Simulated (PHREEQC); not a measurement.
Dissolve 0.28 mol/kgw NaHSO4, 5.6e-05 mol/kgw KOH and 0.0052 mol/kgw Na2S at 5 °C. Closed to the air; pH follows from the charge balance.

Equilibrium calculation in PHREEQC: ion-association model, wateq4f.dat.

### Question
The ionic strength comes out as 0.466 mol/kgw. What activity coefficients do Na+, HSO4-, SO4-2, KSO4-, H+ get?

### Answer
Na+ 0.72, HSO4- 0.68, SO4-2 0.22, KSO4- 0.70, H+ 0.77.

No solid was allowed to form. Complexes and solids missing from the database can't appear. Constants without temperature data keep their 25 °C values here. The polysulfide entries of wateq4f.dat were taken out for this run.
